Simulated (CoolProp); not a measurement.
Vapour-liquid equilibrium of R22 (1) + methanol (2) at 68.2 kPa; x and y are mole fractions of (1).

Values from CoolProp's multi-fluid Helmholtz-energy mixture model, Kamei 1995 and de Reuck 1993; pair parameters Bell 2016.

| x | bubble temperature (K) | y at the bubble point | dew temperature at overall composition x (K) | liquid density (mol/L) |
|---|---|---|---|---|
| 0.05 | 284.8 | 0.883 | 326.7 | … |
| 0.2 | 249.9 | … | 322.7 | 23.57 |
| 0.35 | 239.5 | 0.996 | 318.1 | 22.24 |
| 0.5 | 234.1 | 0.998 | 312.4 | … |
| 0.65 | 230.6 | 0.999 | … | … |
| 0.8 | 227.9 | 0.999 | … | 18.23 |
| 0.95 | 225.2 | 1.000 | 271.2 | 16.98 |

Question: What belongs in the gaps?

Answer: 
- 0.05, liquid density (mol/L): 24.31
- 0.2, y at the bubble point: 0.990
- 0.5, liquid density (mol/L): 20.87
- 0.65, dew temperature at overall composition x (K): 305.1
- 0.65, liquid density (mol/L): 19.53
- 0.8, dew temperature at overall composition x (K): 294.3

No azeotrope shows between x = 0.05 and 0.95.

The pair parameters rest on a limited set of measurements; away from them the model extrapolates.
